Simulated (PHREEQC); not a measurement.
Alkaline etch or developer

A solution holds 0.0025 mol/kgw KOH and 3.4e-05 mol/kgw Na2SiO3, at 25 °C. Closed to the air; pH follows from the charge balance.

Model: Pitzer model, pitzer.dat, run in PHREEQC.

pH: 11.38
ionic strength: 0.00257 mol/kgw
specific conductance: 663 µS/cm
osmotic coefficient: 0.982
total alkalinity: 2.57 meq/kg

```json
[
 {"species": "OH-", "molality": "0.00253", "activity": "0.00240", "log γ": "-0.024"},
 {"species": "K+", "molality": "0.00250", "activity": "0.00236", "log γ": "-0.024"},
 {"species": "Na+", "molality": "6.80e-5", "activity": "6.43e-5", "log γ": "-0.024"},
 {"species": "H3SiO4-", "molality": "3.25e-5", "activity": "3.07e-5", "log γ": "-0.025"},
 {"species": "H4SiO4", "molality": "8.78e-7", "activity": "8.78e-7", "log γ": "0.000"},
 {"species": "H2SiO4-2", "molality": "6.27e-7", "activity": "4.95e-7", "log γ": "-0.103"}
]
```

Precipitation was switched off in this run.
